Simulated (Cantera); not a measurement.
A closed system holds: 1 mol SiCl4, a varied amount of O3, 17 mol H2, held at 900 K and 18.0 Pa.

These are equilibrium values from Cantera (NASA tables, ideal gas, pure condensed phases), not measurements of a reactor. Candidate condensed phases: H2O, Si, SiO2; 30 gas species. Equilibrium is a limit: real reactors are often held back by kinetics, nucleation or transport.

### Question
At 0.88 mol O3, list the 3 most abundant gas species with their mole fractions, and the condensed phases.

### Answer
H2 0.756, HCl 0.211, H2O 0.0337. Condensed: SiO2(β-quartz).
